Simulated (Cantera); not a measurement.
Source: NASA polynomial tables (part measured, part estimated), evaluated in Cantera. Values are per mole of reaction as written; species without (g) are pure solids or liquids, kept so even where they would boil at 1 bar.

Br₂(g) + BaO = O(g) + BaBr₂

```tsv
T (K)	ΔH° (kJ)	ΔS° (J/K)	ΔG° (kJ)	log10 K	condensed phases
300	8.7	-7.8	11.0	-1.92	BaO(s), BaBr₂(s)
2098	78.6	56.8	-40.6	1.01	BaO(s), BaBr₂(l)
2148	…	…	…	…	BaO(s), BaBr₂(l)
2198	80.6	57.8	-46.4	1.10	BaO(s), BaBr₂(l)
2248	81.6	58.2	-49.3	1.14	BaO(s), BaBr₂(l)
2298	…	…	…	…	BaO(l), BaBr₂(l)
2348	…	…	…	…	BaO(l), BaBr₂(l)
2398	25.9	33.8	-55.2	1.20	BaO(l), BaBr₂(l)
2448	…	…	…	…	BaO(l), BaBr₂(l)
```

**Question.** What belongs in the gaps?

**Answer.** 
- 2148, ΔH° (kJ): 79.6
- 2148, ΔS° (J/K): 57.3
- 2148, ΔG° (kJ): -43.5
- 2148, log10 K: 1.06
- 2298, ΔH° (kJ): 24.0
- 2298, ΔS° (J/K): 33.0
- 2298, ΔG° (kJ): -51.9
- 2298, log10 K: 1.18
- 2348, ΔH° (kJ): 25.0
- 2348, ΔS° (J/K): 33.4
- 2348, ΔG° (kJ): -53.5
- 2348, log10 K: 1.19
- 2448, ΔH° (kJ): 26.8
- 2448, ΔS° (J/K): 34.2
- 2448, ΔG° (kJ): -56.9
- 2448, log10 K: 1.21
